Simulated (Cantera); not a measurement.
## Thermodynamics of carbothermic reduction, feed Fe₃O₄ + C + CO

Feed: 1 mol Fe₃O₄, 3.4 mol C, 0.037 mol CO, at 10000 Pa.

Equilibrium computed with Cantera from the NASA thermochemical tables; the gas is ideal and each condensed phase is pure. Candidate condensed phases: C, Fe, Fe(CO)₅, FeO, Fe₂O₃, Fe₃O₄; 15 gas species. Each liquid is taken as pure. Mutual solubility and eutectic melting of coexisting phases are not modelled. The tables' stoichiometric FeO is somewhat more stable than real wüstite, so its field is too wide. FeO: taken at fixed stoichiometry. Equilibrium is a limit: real reactors are often held back by kinetics, nucleation or transport.

| T (°C) | log p CO | log p Fe | log p CO₂ | log p FeO | log p O | n Fe(l) | n FeO(l) |
|---|---|---|---|---|---|---|---|
| 1750 | -1.04 | -3.33 | -2.04 | -5.33 | -6.89 | 2.70 | 0.285 |
| 1825 | -1.04 | -2.98 | -2.06 | -4.91 | -6.42 | 2.67 | 0.297 |
| 1900 | -1.05 | -2.67 | -2.08 | -4.52 | -5.98 | 2.61 | 0.308 |
| 1975 | -1.06 | -2.37 | -2.11 | -4.16 | -5.57 | 2.53 | 0.317 |
| 2050 | -1.07 | -2.09 | -2.14 | -3.82 | -5.19 | 2.37 | 0.323 |
| 2125 | -1.10 | -1.84 | -2.19 | -3.51 | -4.83 | 2.08 | 0.324 |
| 2200 | -1.16 | -1.60 | -2.26 | -3.21 | -4.49 | 1.48 | 0.314 |
| 2275 | -1.28 | -1.37 | -2.39 | -2.94 | -4.17 | 0.0649 | 0.276 |
| 2350 | -1.32 | -1.36 | -2.24 | -2.68 | -3.67 | 0 | 0.0774 |
log p: log10 of the partial pressure in bar; n: condensed amount in mol.

From 1750 °C to 2275 °C the condensed part is Fe(l) + FeO(l). At 2350 °C the condensed part is FeO(l). The main Fe-bearing gas is Fe throughout. The share of Fe in condensed phases is highest at 1750 °C (99.5 %) and lowest at 2350 °C (2.6 %).
